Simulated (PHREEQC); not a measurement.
## Brackish or sea water (model solution)

Synthetic water in mg/L, 20 °C, pH 6.38, pe -1.5: Na 5150; K 177; Ca 155; Mg 848; Cl 10400; S(6) as SO4 840; Alkalinity as HCO3 2.82e-08; Mn(2) 22.2; N(-3) as NH4 12.7.

Valence states are taken as typed.

Computed with PHREEQC (ion-association model, phreeqc.dat).

```yaml
ionic_strength: 0.350 mol/kgw
activity_of_water: 0.990
specific_conductance: 25200 µS/cm
density: 1.011 g/cm³
charge_balance_error: -0.5 %
```

```csv
species,molality,activity,log γ
Cl-,0.298,0.202,-0.170
Na+,0.227,0.165,-0.138
Mg+2,0.0332,0.0103,-0.509
SO4-2,0.00499,0.00119,-0.622
K+,0.00458,0.00307,-0.173
Ca+2,0.00374,0.00105,-0.550
MgSO4,0.00232,0.00252,0.035
NaSO4-,0.00134,0.000953,-0.146
NH4+,0.000707,0.000444,-0.202
Mn+2,0.000295,8.24e-5,-0.553
CaSO4,0.000198,0.000215,0.035
MnCl+,9.62e-5,6.78e-5,-0.152
KSO4-,3.30e-5,2.35e-5,-0.146
MnSO4,1.46e-5,1.58e-5,0.035
NH4SO4-,9.31e-6,6.82e-6,-0.135
```

No solid was allowed to form.
